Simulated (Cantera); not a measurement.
## SiH4 + NH3 (silicon nitride deposition)

Charge: 1 mol SiH4, 1.4 mol NH3, at 1500 °C and 0.000700 bar.

These are equilibrium values from Cantera (NASA tables, ideal gas, pure condensed phases), not measurements of a reactor. Candidate condensed phases: Si, Si3N4; 18 gas species. The tables' values for SiN are old estimates; treat these amounts as uncertain. Gases not in the tables: Si2H6 and higher silanes. Equilibrium is a limit: real reactors are often held back by kinetics, nucleation or transport.

```
Item           Result
----------  ---------
x(H2)           0.842
x(N2)           0.145
x(H)          0.00987
x(Si)         0.00304
x(SiH)        9.12e-5
x(Si2N)       2.44e-5
x(SiH2)       2.08e-5
x(Si2)        1.69e-5
x(SiN)        1.47e-5
n(Si(l))    0.984 mol
gas amount  4.839 mol
```
